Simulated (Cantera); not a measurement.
A Cantera script and what it prints.

```python
import numpy as np
import cantera as ct

gas_names = [...]  # 131 gases of nasa_gas.yaml made of C, H, O
cond_names = """
    C(gr) C6H6(L) C7H8(L) C8H18(L),n-octa H2O(s) H2O(L)
""".split()


# ... load() reads the species with a 1 bar reference pressure and builds the phases ...
atoms = {
    'C2H4': {'C': 2, 'H': 4},
    'H2O': {'H': 2, 'O': 1},
}
top_T = {'C(gr)': 4500}  # K; cautious upper limits of use, not melting points


# ... equilibrate(T, P, feed) seeds the gas with the atoms and calls Mixture.equilibrate('TP', solver="vcs", rtol=1e-11, max_steps=5000) ...
results = []
feed = {'C2H4': 1, 'H2O': 0.026}  # mol
P = 1600  # Pa
for T in [3000, 3500, 4000, 4500, 5000]:
    mix = equilibrate(T, P, feed)
    results.append((T, P, feed, dict(zip(mix.species_names, mix.species_moles))))

top = {s: max(r[3][s] / sum(r[3][g] for g in gas_names) for r in results) for s in gas_names}
cols = sorted((s for s in top if top[s] > 1e-05), key=lambda s: -top[s])[:7]
seen = [c for c in cond_names if any(r[3].get(c, 0) > 1e-12 for r in results)]
print("log10 of partial pressures in bar; condensed amounts in mol")
print(f"{'T/K':>10s}" + "".join(f"{s[:9]:>10s}" for s in cols + seen))
for T, P, feed, n in results:
    ng = sum(n[g] for g in gas_names)
    print(f"{T:10.4g}" + "".join(f"{np.log10(max(n[s] / ng * P / 1e5, 1e-99)):10.3f}" for s in cols)
          + "".join(f"{n.get(c, 0):10.4g}" for c in seen))
```

Result:

```
log10 of partial pressures in bar; condensed amounts in mol
       T/K         H         C        H2        C3        C2 C2H2,acet        CO     C(gr)
      3000    -1.976    -4.295    -2.348    -3.506    -4.499    -3.554    -3.886     1.593
      3500    -1.907    -2.966    -3.356    -2.849    -3.362    -4.901    -4.065         0
      4000    -1.950    -2.400    -4.304    -3.655    -3.372    -6.960    -4.138         0
      4500    -1.968    -2.296    -5.014    -5.294    -4.055    -9.203    -4.160         0
      5000    -1.970    -2.285    -5.556    -6.821    -4.747   -11.114    -4.171         0
```

These are equilibrium values from Cantera (NASA tables, ideal gas, pure condensed phases), not measurements of a reactor.
